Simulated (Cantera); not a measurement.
**Si + Cl2 + H2 (chlorosilane synthesis and conversion)**

Input: 1 mol Si, a varied amount of Cl2, 0.41 mol H2, at 625 K and 750 Torr.

Method: chemical equilibrium by Gibbs-energy minimisation in Cantera with the NASA 1993 tables (ideal gas, pure condensed phases). Candidate condensed phases: Si; 19 gas species. Equilibrium is a limit: real reactors are often held back by kinetics, nucleation or transport.

From 0.5 mol Cl2 to 1.8 mol Cl2 the condensed part is Si(s). From 2 mol Cl2 to 2.3 mol Cl2 nothing is condensed. The main Si-bearing gas is SiCl4 throughout.

```json
[
 {"n(Cl2) (mol)": "0.5", "log p SiCl4": "-0.52", "log p H2": "-0.24", "log p HCl": "-4.15", "log p SiHCl3": "-0.92", "log p SiH2Cl2": "-2.59", "log p SiH3Cl": "-4.96", "log p SiCl3": "-5.93", "log p SiH4": "-7.62", "n Si(s)": "0.730"},
 {"n(Cl2) (mol)": "0.57", "log p SiCl4": "-0.48", "log p H2": "-0.26", "log p HCl": "-4.16", "log p SiHCl3": "-0.91", "log p SiH2Cl2": "-2.60", "log p SiH3Cl": "-4.99", "log p SiCl3": "-5.90", "log p SiH4": "-7.67", "n Si(s)": "0.693"},
 {"n(Cl2) (mol)": "0.64", "log p SiCl4": "-0.45", "log p H2": "-0.29", "log p HCl": "-4.16", "log p SiHCl3": "-0.89", "log p SiH2Cl2": "-2.61", "log p SiH3Cl": "-5.02", "log p SiCl3": "-5.87", "log p SiH4": "-7.73", "n Si(s)": "0.657"},
 {"n(Cl2) (mol)": "0.73", "log p SiCl4": "-0.41", "log p H2": "-0.32", "log p HCl": "-4.17", "log p SiHCl3": "-0.88", "log p SiH2Cl2": "-2.62", "log p SiH3Cl": "-5.05", "log p SiCl3": "-5.85", "log p SiH4": "-7.79", "n Si(s)": "0.609"},
 {"n(Cl2) (mol)": "0.83", "log p SiCl4": "-0.38", "log p H2": "-0.35", "log p HCl": "-4.17", "log p SiHCl3": "-0.87", "log p SiH2Cl2": "-2.63", "log p SiH3Cl": "-5.09", "log p SiCl3": "-5.82", "log p SiH4": "-7.85", "n Si(s)": "0.557"},
 {"n(Cl2) (mol)": "0.94", "log p SiCl4": "-0.35", "log p H2": "-0.39", "log p HCl": "-4.18", "log p SiHCl3": "-0.87", "log p SiH2Cl2": "-2.65", "log p SiH3Cl": "-5.14", "log p SiCl3": "-5.80", "log p SiH4": "-7.92", "n Si(s)": "0.500"},
 {"n(Cl2) (mol)": "1.1", "log p SiCl4": "-0.31", "log p H2": "-0.43", "log p HCl": "-4.20", "log p SiHCl3": "-0.86", "log p SiH2Cl2": "-2.68", "log p SiH3Cl": "-5.19", "log p SiCl3": "-5.77", "log p SiH4": "-8.01", "n Si(s)": "0.417"},
 {"n(Cl2) (mol)": "1.2", "log p SiCl4": "-0.29", "log p H2": "-0.46", "log p HCl": "-4.20", "log p SiHCl3": "-0.86", "log p SiH2Cl2": "-2.70", "log p SiH3Cl": "-5.23", "log p SiCl3": "-5.76", "log p SiH4": "-8.06", "n Si(s)": "0.365"},
 {"n(Cl2) (mol)": "1.4", "log p SiCl4": "-0.26", "log p H2": "-0.51", "log p HCl": "-4.22", "log p SiHCl3": "-0.86", "log p SiH2Cl2": "-2.73", "log p SiH3Cl": "-5.29", "log p SiCl3": "-5.73", "log p SiH4": "-8.16", "n Si(s)": "0.262"},
 {"n(Cl2) (mol)": "1.6", "log p SiCl4": "-0.24", "log p H2": "-0.55", "log p HCl": "-4.24", "log p SiHCl3": "-0.87", "log p SiH2Cl2": "-2.76", "log p SiH3Cl": "-5.36", "log p SiCl3": "-5.71", "log p SiH4": "-8.25", "n Si(s)": "0.159"},
 {"n(Cl2) (mol)": "1.8", "log p SiCl4": "-0.22", "log p H2": "-0.59", "log p HCl": "-4.25", "log p SiHCl3": "-0.87", "log p SiH2Cl2": "-2.79", "log p SiH3Cl": "-5.41", "log p SiCl3": "-5.70", "log p SiH4": "-8.33", "n Si(s)": "0.0564"},
 {"n(Cl2) (mol)": "2", "log p SiCl4": "-0.15", "log p H2": "-0.54", "log p HCl": "-2.50", "log p SiHCl3": "-2.50", "log p SiH2Cl2": "-6.12", "log p SiH3Cl": "-10.44", "log p SiCl3": "-7.36", "log p SiH4": "<-12", "n Si(s)": "0"},
 {"n(Cl2) (mol)": "2.3", "log p SiCl4": "-0.23", "log p H2": "-1.19", "log p HCl": "-0.45", "log p SiHCl3": "-5.29", "log p SiH2Cl2": "-11.60", "log p SiH3Cl": "<-12", "log p SiCl3": "-9.81", "log p SiH4": "<-12", "n Si(s)": "0"}
]
```
log p: log10 of the partial pressure in bar; n: condensed amount in mol.
